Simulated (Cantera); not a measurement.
## Equilibrium for halide evaporation, hydrolysis and transport: CaCl₂ + HCl + N₂

Input: 1 mol CaCl₂, 0.056 mol HCl, a varied amount of N₂, equilibrated at 1900 °C and 0.810 bar.

Method: chemical equilibrium by Gibbs-energy minimisation in Cantera with the NASA 1993 tables (ideal gas, pure condensed phases). Candidate condensed phases: Ca, CaCl₂, NH₄Cl; 16 gas species. Equilibrium is a limit: real reactors are often held back by kinetics, nucleation or transport.

From 4 mol N₂ to 53 mol N₂ nothing is condensed. The main Ca-bearing gas is CaCl₂ throughout.

```json
[
 {"n(N₂) (mol)": "4", "x N₂": "0.790", "x CaCl₂": "0.197", "x HCl": "0.00976", "x Cl": "0.00157"},
 {"n(N₂) (mol)": "12", "x N₂": "0.919", "x CaCl₂": "0.0764", "x HCl": "0.00363", "x Cl": "0.000848"},
 {"n(N₂) (mol)": "20", "x N₂": "0.949", "x CaCl₂": "0.0473", "x HCl": "0.00220", "x Cl": "0.000623"},
 {"n(N₂) (mol)": "29", "x N₂": "0.965", "x CaCl₂": "0.0331", "x HCl": "0.00151", "x Cl": "0.000496"},
 {"n(N₂) (mol)": "37", "x N₂": "0.972", "x CaCl₂": "0.0261", "x HCl": "0.00118", "x Cl": "0.000427"},
 {"n(N₂) (mol)": "45", "x N₂": "0.977", "x CaCl₂": "0.0216", "x HCl": "0.000964", "x Cl": "0.000379"},
 {"n(N₂) (mol)": "53", "x N₂": "0.980", "x CaCl₂": "0.0184", "x HCl": "0.000813", "x Cl": "0.000342"}
]
```
x: gas mole fraction; nothing condenses.
